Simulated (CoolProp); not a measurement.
Computed with CoolProp (reference Helmholtz-energy equation of state, Smukala 2000).

### Question
For ethylene, give the phase and the density (kg/m³), cp (kJ/(kg K)), cv (kJ/(kg K)), isothermal compressibility (1/MPa) at 275.6 K and 62.2 bar.

### Answer
- 275.6 K and 62.2 bar: liquid; density 367, cp 4.11, cv 1.44, isothermal compressibility 0.0339
